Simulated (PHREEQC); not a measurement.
0.12 g of hydrous ferric oxide (600 m²/g; 0.2 weak and 0.005 strong sites per Fe, Dzombak-Morel constants, diffuse double layer) in 1 kg of water with 0.001 mol/kgw of an inert sodium salt and 1e-06 mol NiCl2, at 25 °C; the pH is set by adding NaOH or the inert anion's acid. Oxygen alone is held at its pressure in air (log pO2 = -0.68). The system is closed to CO2. Precipitation was switched off in this run.

Computed with PHREEQC (ion-association model, wateq4f.dat).

| pH | Ni sorbed (%) | surface charge σ (C/m²) | surface potential ψ (mV) |
|---|---|---|---|
| 4 | 0.0 | 0.118 | 210 |
| 4.67 | 0.0 | 0.068 | 184 |
| 5.33 | 0.6 | 0.037 | 153 |
| 6 | 9.5 | 0.019 | 119 |
| 6.67 | 65.3 | 0.009 | 83 |
| 7.33 | 97.2 | 0.004 | 45 |
| 8 | 99.9 | 0.000 | 7 |
| 8.67 | 100.0 | -0.002 | -32 |
| 9.33 | 100.0 | -0.007 | -70 |
| 10 | 100.0 | -0.015 | -107 |
| 10.67 | 100.0 | -0.035 | -141 |
| 11.33 | 100.0 | -0.085 | -166 |
| 12 | 100.0 | -0.199 | -176 |

Species that the database lacks are ignored.
